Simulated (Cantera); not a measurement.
**Ignition delay**

Mixture: 17.4 % CH₄, 17.4 % O₂, 65.3 % N₂, equivalence ratio 2.0, at 0.306 atm, adiabatic and at constant volume. Ignition delay is the time to a rise of 400 K.

Computed with Cantera and GRI-Mech 3.0 (53 species, 325 reactions).

```tsv
T0 (K)	delay (ms)
1298	39.8
1398	11.0
1498	3.60
1598	1.41
1698	0.645
1798	0.331
1898	0.186
1998	0.112
2098	0.0714
```

| Property | Value |
|---|---|
| apparent activation energy between 1898 and 2098 K | 160 kJ/mol |
